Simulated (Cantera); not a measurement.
A closed system holds: 1 mol SiH4, 1.8 mol NO, 13 mol N2, held at 1.00 bar.

Equilibrium computed with Cantera from the NASA thermochemical tables; the gas is ideal and each condensed phase is pure. Candidate condensed phases: H2O, Si, SiO2, Si2N2O, Si3N4; 35 gas species. Mutual solubility and eutectic melting of coexisting phases are not modelled. The tables hold silica as quartz up to 1696 K and as liquid above; real silica turns to tridymite and cristobalite and melts near 1996 K. Equilibrium is a limit: real reactors are often held back by kinetics, nucleation or transport.

At 1275 K, list the 3 most abundant gas species with their mole fractions, and the condensed phases.

N2 0.874, H2 0.126, H2O 5.27e-5. Condensed: SiO2(β-quartz) + Si2N2O(s).
